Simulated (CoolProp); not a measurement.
Vapour-liquid equilibrium of R125 (1) + R134a (2) at 4.01 kPa; x and y are mole fractions of (1).

Computed with CoolProp (multi-fluid Helmholtz-energy mixture model, Lemmon 2005 and Tillner-Roth 1994; pair parameters Lemmon 2004).

Question: Give the bubble temperature and the first vapour's composition at x = 0.15, 0.65, 0.75. Is there an azeotrope?

Answer: x = 0.15: -83.8 °C, y = 0.438; x = 0.65: -93.3 °C, y = 0.904; x = 0.75: -94.5 °C, y = 0.939. No azeotrope shows between x = 0.05 and 0.95.

The pair parameters rest on a limited set of measurements; away from them the model extrapolates.
